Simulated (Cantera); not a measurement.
A closed system holds: 1 mol SiCl4, 13 mol H2O, 6.1 mol NO, equilibrated at 902 °C and 27.8 Torr.

Equilibrium computed with Cantera from the NASA thermochemical tables; the gas is ideal and each condensed phase is pure. Candidate condensed phases: H2O, NH4Cl, Si, SiO2, Si2N2O, Si3N4; 47 gas species. The tables hold silica as quartz up to 1696 K and as liquid above; real silica turns to tridymite and cristobalite and melts near 1996 K. The numbers say what is thermodynamically allowed, not how fast it happens.

Base state: H2O 0.522, HCl 0.188, N2 0.145, O2 0.144, Cl2 0.000579, Cl 0.000453, NO 5.71e-5, OH 1.00e-5 (mole fractions); condensed: SiO2(β-quartz).

What changes in the equilibrium state with this change: pressure from 27.8 Torr to 100 Torr?


| species | before | after |
|---|---|---|
| H2O | 0.522 | 0.523 |
| HCl | 0.188 | 0.187 |
| N2 | 0.145 | 0.145 |
| Cl2 | 0.000579 | 0.00109 |
| O2 | 0.144 | 0.144 |
| Cl | 0.000453 | 0.000327 |
| OH | 1.00e-5 | 7.28e-6 |
| NO | 5.71e-5 | 5.71e-5 |
| SiO2(β-quartz), mol | 1.00 | 1.00 |
